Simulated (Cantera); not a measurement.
**Adiabatic ignition**

An adiabatic, constant-volume homogeneous reactor starts with CH4 : O2 : N2 = 1 : 2.99 : 11.2 (molar parts), at 1173 K and 500000 Pa.

Model: GRI-Mech 3.0 (53 species, 325 reactions), integrated in Cantera.

```tsv
t (s)	T (K)	P (bar)	x CH4	x O2	x HO2	x CH2CO	x O
2.00e-6	1173	5.00	0.0658	0.197	3.53e-9	<1e-12	1.54e-12
6.46e-6	1173	5.00	0.0658	0.197	1.14e-8	<1e-12	3.76e-12
2.09e-5	1173	5.00	0.0658	0.197	3.63e-8	<1e-12	1.13e-11
6.74e-5	1173	5.00	0.0658	0.197	1.14e-7	<1e-12	3.93e-11
0.000218	1173	5.00	0.0658	0.197	3.28e-7	<1e-12	1.83e-10
0.000704	1173	5.00	0.0658	0.197	6.88e-7	1.21e-12	1.05e-9
0.00227	1174	5.00	0.0657	0.197	1.34e-6	2.67e-10	2.19e-9
0.00734	1180	5.03	0.0649	0.196	6.25e-6	5.93e-8	1.13e-8
0.0237	2679	11.5	<1e-12	0.0574	1.70e-5	<1e-12	0.00234
0.0767	2679	11.5	<1e-12	0.0574	1.70e-5	<1e-12	0.00234
0.248	2679	11.5	<1e-12	0.0574	1.70e-5	<1e-12	0.00234
0.800	2679	11.5	<1e-12	0.0574	1.70e-5	<1e-12	0.00234
```
x: mole fraction; the columns are a selection and need not sum to one.

time of steepest temperature rise: 11.2 ms
temperature at 0.800 s: 2679 K
equilibrium temperature: 2679 K
x(CH4) at 0.800 s: <1e-12 (gas-phase equilibrium <1e-12)
x(O2) at 0.800 s: 0.0574 (gas-phase equilibrium 0.0574)
x(HO2) at 0.800 s: 1.70e-5 (gas-phase equilibrium 1.70e-5)
